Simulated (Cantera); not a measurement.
An adiabatic, constant-pressure homogeneous reactor starts with 4.51 % CH4, 18.8 % O2, 70.8 % N2, 5.86 % H2O, at 1248 K and 2.40 bar.

Model: GRI-Mech 3.0 (53 species, 325 reactions), integrated in Cantera.

### Question
Predict: time of steepest temperature rise; temperature at 2.00 s; equilibrium temperature; x(O2) at 2.00 s; x(H2O) at 2.00 s; x(NO) at 2.00 s.

### Answer
| Item | Result |
|---|---|
| time of steepest temperature rise | 8.38 ms |
| temperature at 2.00 s | 2149 K |
| equilibrium temperature | 2149 K |
| x(O2) at 2.00 s | 0.0935 (gas-phase equilibrium 0.0935) |
| x(H2O) at 2.00 s | 0.147 (gas-phase equilibrium 0.147) |
| x(NO) at 2.00 s | 0.00710 (gas-phase equilibrium 0.00711) |
